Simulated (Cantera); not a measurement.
An isothermal plug-flow reactor at 850 K and 1.01 bar (inlet), inlet velocity 2.8 m/s, active area per volume 1500 1/m; feed 0.399 % CO, 11.0 % O₂, 78.8 % N₂, 9.87 % H₂O, equivalence ratio 0.018.

Detailed kinetics in Cantera: Deutschmann's 1995 Pt surface mechanism with GRI-Mech 3.0 gas chemistry. Catalytic surfaces can have several steady states; this one follows from the mechanism file's or the stated starting coverage. Mass transfer to the wall is taken as infinitely fast.

One state of this run: x CO = 0.00272; x O₂ = 0.109; x H₂O = 0.0988; x CO₂ = 0.00127; θ free Pt = 0.0760; θ O* = 0.916; θ OH* = 0.00693; θ CO* = 0.000839. x: gas mole fraction; θ: surface coverage.

Problem. Which value of z (m) does it belong to?
A. 0.00033
B. 4.3e-05
C. 0.0026
D. 0.0043

Solution. A, 0.00033
